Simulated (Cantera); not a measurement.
Charge: 1 mol Si3N4, 0.1 mol O2, 1.9 mol H2, held at 1900 K.

Method: chemical equilibrium by Gibbs-energy minimisation in Cantera with the NASA 1993 tables (ideal gas, pure condensed phases). Candidate condensed phases: H2O, Si, SiO2, Si2N2O, Si3N4; 35 gas species. Mutual solubility and eutectic melting of coexisting phases are not modelled. Gases not in the tables: Si2H6 and higher silanes. Rates play no part.

Which condensed phases are stable at each of these points (P (Pa)): 0.100, 2.50, 63, 1600, 40000, 1000000?


| P (Pa) | condensed phases | Si condensed (%) |
|---|---|---|
| 0.100 | gas only | 0.0 |
| 2.50 | gas only | 0.0 |
| 63 | Si(l) | 90.3 |
| 1600 | Si(l) | 93.2 |
| 40000 | Si(l) + Si2N2O(s) + Si3N4(s) | 99.7 |
| 1000000 | Si2N2O(s) + Si3N4(s) | 100.0 |

From 1.00e-6 bar to 2.50e-5 bar nothing is condensed. From 0.000630 bar to 0.0160 bar the condensed part is Si(l). At 0.400 bar the condensed part is Si(l) + Si2N2O(s) + Si3N4(s). At 10.0 bar the condensed part is Si2N2O(s) + Si3N4(s).
